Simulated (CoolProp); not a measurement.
Computed with CoolProp (reference Helmholtz-energy equation of state, Thol 2012).

Problem. For benzene, give the phase and the Joule-Thomson coefficient (K/MPa), expansivity (1/kK), fugacity coefficient at 405 K and 4.17 bar; 421.3 K and 4.17 bar; 437.5 K and 4.17 bar.

Solution. 
- 405 K and 4.17 bar: liquid; Joule-Thomson coefficient -0.205, expansivity 1.67, fugacity coefficient 0.871
- 421.3 K and 4.17 bar: gas; Joule-Thomson coefficient 20.0, expansivity 3.15, fugacity coefficient 0.925
- 437.5 K and 4.17 bar: gas; Joule-Thomson coefficient 17.3, expansivity 2.92, fugacity coefficient 0.934
